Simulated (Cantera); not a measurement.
## Ignition delay

Mixture: H2 : O2 : N2 = 1 : 0.526 : 2 (molar parts), at 0.850 bar, adiabatic and at constant pressure. Ignition delay is the time to a rise of 400 K.

Cantera simulation using GRI-Mech 3.0 (53 species, 325 reactions); the numbers are that mechanism's predictions, not measurements. Where the delays flatten at high temperature, the 400 K rule measures the pace of heat release, not the induction time.

```json
[
 {"T0 (K)": "1148", "delay (ms)": "0.0745"},
 {"T0 (K)": "1198", "delay (ms)": "0.0566"},
 {"T0 (K)": "1248", "delay (ms)": "0.0449"},
 {"T0 (K)": "1298", "delay (ms)": "0.0371"},
 {"T0 (K)": "1348", "delay (ms)": "0.0316"},
 {"T0 (K)": "1398", "delay (ms)": "0.0278"},
 {"T0 (K)": "1448", "delay (ms)": "0.0252"},
 {"T0 (K)": "1498", "delay (ms)": "0.0234"}
]
```
